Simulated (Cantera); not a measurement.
Input: 1 mol Si3N4, 4.9 mol H2O, 7.2 mol H2, equilibrated at 1602 °C and 0.100 bar.

These are equilibrium values from Cantera (NASA tables, ideal gas, pure condensed phases), not measurements of a reactor. Candidate condensed phases: H2O, Si, SiO2, Si2N2O, Si3N4; 35 gas species. The tables hold silica as quartz up to 1696 K and as liquid above; real silica turns to tridymite and cristobalite and melts near 1996 K. Rates play no part.

Base state: H2 0.793, N2 0.131, SiO 0.0732, H 0.00185, H2O 0.000965 (mole fractions); condensed: SiO2(condensed).

Task: What changes in the equilibrium state with this change: 0.018 mol CO2 added?

Result: 
```csv
species,before,after
H2,0.793,0.793
N2,0.131,0.131
SiO,0.0732,0.0720
CO,0,0.00118
H2O,0.000965,0.000980
H,0.00185,0.00185
"SiO2(condensed), mol",1.89,1.90
```
Further candidate phases: C, C6H6, C7H8, C8H18, SiC.
